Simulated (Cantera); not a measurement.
A closed system holds: 1 mol CuO, 0.56 mol CH4, 0.22 mol CO, equilibrated at 1727 °C and 750 Torr.

Equilibrium computed with Cantera from the NASA thermochemical tables; the gas is ideal and each condensed phase is pure. Candidate condensed phases: C, C6H6, C7H8, C8H18, Cu, CuO, Cu(OH)2, Cu2O, H2O; 113 gas species. Equilibrium is a limit: real reactors are often held back by kinetics, nucleation or transport.

Base state: H2 0.395, CO 0.369, H2O 0.191, CO2 0.0391, Cu 0.00431, H 0.00102, OH 4.95e-5, Cu2 1.78e-5 (mole fractions); condensed: Cu(l).

**Question.** What changes in the equilibrium state with this change: CuO replaced by SiO2?

**Answer.** 
```tsv
species	before	after
H2	0.395	0.458
CO	0.369	0.317
SiO	0	0.223
H2O	0.191	0.000148
CO2	0.0391	2.24e-5
Cu	0.00431	0
SiH2	0	2.32e-5
Si	0	2.07e-5
Cu2	1.78e-5	0
CH4	5.91e-9	1.03e-5
OH	4.95e-5	3.55e-8
Cu(l), mol	0.992	0
SiC(s), mol	0	0.00541
SiO2(l), mol	0	0.451
```
Mutual solubility and eutectic melting of coexisting phases are not modelled. The tables hold silica as quartz up to 1696 K and as liquid above; real silica turns to tridymite and cristobalite and melts near 1996 K. Gases not in the tables: Si2H6 and higher silanes. Further candidate phases: Si, SiC, SiO2.
